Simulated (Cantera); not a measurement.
## Equilibrium for calcination and drying: MgSO₄ + C + O₂

Input: 1 mol MgSO₄, 0.18 mol C, 0.12 mol O₂, at 133 Pa.

Method: chemical equilibrium by Gibbs-energy minimisation in Cantera with the NASA 1993 tables (ideal gas, pure condensed phases). Candidate condensed phases: C, Mg, MgCO₃, MgO, MgS, MgSO₄, S; 26 gas species. The numbers say what is thermodynamically allowed, not how fast it happens.

| T (K) | x SO₂ | x CO₂ | x O₂ | x O | x CO | x SO | n MgO(s) | n MgSO₄(s) |
|---|---|---|---|---|---|---|---|---|
| 900 | 0.400 | 0.600 | 8.94e-7 | <1e-12 | 2.42e-8 | 3.90e-10 | 0.120 | 0.880 |
| 1000 | 0.414 | 0.562 | 0.0196 | 6.03e-10 | 6.70e-9 | 1.55e-10 | 0.134 | 0.866 |
| 1100 | 0.612 | 0.112 | 0.269 | 3.54e-8 | 7.86e-9 | 1.69e-9 | 1.00 | 0 |
| 1200 | 0.615 | 0.111 | 0.271 | 3.57e-7 | 1.02e-7 | 2.67e-8 | 1.00 | 0 |
| 1300 | 0.616 | 0.111 | 0.271 | 2.52e-6 | 8.95e-7 | 2.74e-7 | 1.00 | 0 |
| 1400 | 0.617 | 0.111 | 0.271 | 1.35e-5 | 5.73e-6 | 2.02e-6 | 1.00 | 0 |
| 1500 | 0.617 | 0.111 | 0.271 | 5.79e-5 | 2.86e-5 | 1.14e-5 | 1.00 | 0 |
| 1600 | 0.617 | 0.111 | 0.271 | 0.000207 | 0.000116 | 5.17e-5 | 1.00 | 0 |
| 1700 | 0.617 | 0.111 | 0.271 | 0.000638 | 0.000399 | 0.000196 | 1.00 | 0 |
| 1800 | 0.615 | 0.110 | 0.271 | 0.00174 | 0.00119 | 0.000641 | 1.000 | 0 |
| 1900 | 0.613 | 0.107 | 0.271 | 0.00425 | 0.00310 | 0.00184 | 1.000 | 0 |
| 2000 | 0.606 | 0.103 | 0.270 | 0.00952 | 0.00716 | 0.00474 | 1.000 | 0 |
| 2100 | 0.591 | 0.0938 | 0.268 | 0.0197 | 0.0145 | 0.0110 | 0.998 | 0 |
| 2200 | 0.558 | 0.0793 | 0.266 | 0.0382 | 0.0254 | 0.0229 | 0.983 | 0 |
x: gas mole fraction; n: condensed amount in mol.

From 900 K to 1000 K the condensed part is MgO(s) + MgSO₄(s). From 1100 K to 2200 K the condensed part is MgO(s).
